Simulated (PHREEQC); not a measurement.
Dissolve 3.4 mol LiBr, 0.57 mol Na2SO4 and 0.36 mol MgCl2 per kg of water at 25 °C. Closed to the air; pH follows from the charge balance.

All values are PHREEQC results (Pitzer model, pitzer.dat), not measurements.

Each row changes one thing in this solution. Precipitation was switched off in this run.

```
case                              SI of Epsomite (MgSO4:7H2O)  SI of Hexahydrite (MgSO4:6H2O)
--------------------------------  ---------------------------  ------------------------------
as made                                                 -1.02                           -1.19
LiBr from 3.4 to 3.74 mol/kgw                           -1.01                           -1.16
MgCl2 from 0.36 to 0.396 mol/kgw                        -0.98                           -1.14
```

Species that the database lacks are ignored.
